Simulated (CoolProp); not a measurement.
n-perfluorohexane along the isotherm -31.75 °C: fugacity coefficient from the reference equation and from simpler models built on Tc = 174.9 °C, pc = 1.742 MPa, ω = 0.497; each cubic takes its own stable root.

The numbers come from the reference Helmholtz-energy equation of state, Gao 2022 in CoolProp.

```csv
p (MPa),phase,reference,van der Waals,Redlich-Kwong,Soave-Redlich-Kwong,Peng-Robinson
0.0275,liquid,0.04110,0.9807,0.3774,0.04201,0.04618
0.0404,liquid,0.02801,0.9717,0.2572,0.02863,0.03147
0.0593,liquid,0.01912,0.9584,0.1756,0.01955,0.02148
0.0871,liquid,0.01305,0.8578,0.1199,0.01335,0.01466
0.128,liquid,0.008912,0.5877,0.08199,0.009123,0.01002
0.188,liquid,0.006101,0.4041,0.05620,0.006251,0.006858
0.275,liquid,0.004205,0.2803,0.03880,0.004313,0.004727
0.404,liquid,0.002896,0.1949,0.02679,0.002977,0.003257
0.593,liquid,0.002008,0.1370,0.01864,0.002069,0.002259
0.871,liquid,0.001402,0.09766,0.01309,0.001451,0.001579
1.28,liquid,0.0009905,0.07108,0.009327,0.001031,0.001117
1.88,liquid,0.0007125,0.05340,0.006790,0.0007484,0.0008049
2.75,liquid,0.0005274,0.04206,0.005113,0.0005611,0.0005974
4.04,liquid,0.0004039,0.03526,0.004014,0.0004378,0.0004592
5.93,liquid,0.0003269,0.03249,0.003366,0.0003641,0.0003737
8.71,liquid,0.0002864,0.03429,0.003103,0.0003319,0.0003301
```

At some of these states van der Waals gives the other phase, because its saturation line lies elsewhere.
